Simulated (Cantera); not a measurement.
Input: 1 mol SiHCl3, 9.9 mol N2, 2.7 mol NH3, held at 0.0390 bar.

These are equilibrium values from Cantera (NASA tables, ideal gas, pure condensed phases), not measurements of a reactor. Candidate condensed phases: NH4Cl, Si, Si3N4; 28 gas species. The tables' values for SiCl, SiCl3, SiN are old estimates; treat these amounts as uncertain. Gases not in the tables: Si2H6 and higher silanes. Kinetics and transport are ignored. All values below are at 1948 K.

Base state: N2 0.649, H2 0.227, HCl 0.0677, SiCl2 0.0514, H 0.00273, SiCl 0.000642, Cl 0.000609, Si 0.000596 (mole fractions); condensed: Si(l).

Q: What changes in the equilibrium state with this change: NH3 from 2.7 to 1.1 mol?

A: 
```
species      before    after
----------  -------  -------
N2            0.649    0.740
H2            0.227    0.116
HCl          0.0677   0.0706
SiCl2        0.0514   0.0690
SiH2        1.78e-5  5.72e-6
SiCl4       3.88e-6  1.11e-5
Si2N        3.87e-5  1.63e-5
SiH         4.31e-5  1.94e-5
Si(l), mol   0.0768        0
```
The tables' values for SiCl3, SiCl, SiN are old estimates; treat these amounts as uncertain.

Q: What changes in the equilibrium state with this change: NH3 from 2.7 to 19 mol?

A: 
| species | before | after |
|---|---|---|
| H2 | 0.227 | 0.556 |
| N2 | 0.649 | 0.388 |
| HCl | 0.0677 | 0.0427 |
| SiCl2 | 0.0514 | 0.00834 |
| SiCl3 | 0.000400 | 2.62e-5 |
| SiCl | 0.000642 | 0.000259 |
| Cl | 0.000609 | 0.000246 |
| Si(l), mol | 0.0768 | 0.528 |
